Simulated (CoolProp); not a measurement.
Propylene along the isotherm 189.95 °C: density (kg/m³) from the reference equation and from simpler models built on Tc = 91.1 °C, pc = 4.555 MPa, ω = 0.146; each cubic takes its own stable root.

Model: reference Helmholtz-energy equation of state, Lemmon 2013, in CoolProp.

```tsv
p (MPa)	phase	reference
4.55	gas	59.29
9.11	supercritical	144.8
13.7	supercritical	239.0
18.2	supercritical	301.1
22.8	supercritical	341.5
27.3	supercritical	369.3
31.9	supercritical	391.0
36.4	supercritical	408.1
41	supercritical	422.9
45.5	supercritical	435.3
```

Q: How far does each simpler model (ideal gas, van der Waals, Redlich-Kwong, Soave-Redlich-Kwong, Peng-Robinson) lie from the reference over these 10 states: mean and median of the absolute difference, and the worst?

A: 
- ideal gas: mean 19.8 %, median 17.7 %, worst -37.4 % at 189.95 °C and 13.7 MPa
- van der Waals: mean 12.7 %, median 14.8 %, worst -19.4 % at 189.95 °C and 45.5 MPa
- Redlich-Kwong: mean 2.1 %, median 1.9 %, worst -3.3 % at 189.95 °C and 22.8 MPa
- Soave-Redlich-Kwong: mean 5.6 %, median 5.2 %, worst -8.8 % at 189.95 °C and 18.2 MPa
- Peng-Robinson: mean 2.7 %, median 2.2 %, worst +6.1 % at 189.95 °C and 45.5 MPa
